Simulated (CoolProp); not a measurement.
A single-stage vapour-compression cycle with R124: evaporating at 260.15 K (dew point), condensing at 299.15 K (bubble point), superheat 2 K, subcooling 0 K, compressor efficiency 0.9, no pressure losses. Each further row changes one setting.

Computed with CoolProp (reference Helmholtz-energy equation of state, de Vries 1995).

```csv
case,cooling COP,pressure ratio,discharge temperature (K),refrigerating effect (kJ/kg),volumetric capacity (kJ/m³)
as stated,5.03,4.07,303.7,125,791
evaporating temperature 265.15 K,6.02,3.31,303.0,128,983
condensing temperature 294.15 K,5.94,3.48,298.8,131,827
subcooling 5 K,5.26,4.07,303.7,131,827
superheat 12 K,5.08,4.07,313.9,132,800
compressor efficiency 0.8,4.47,4.07,307.6,125,791
```
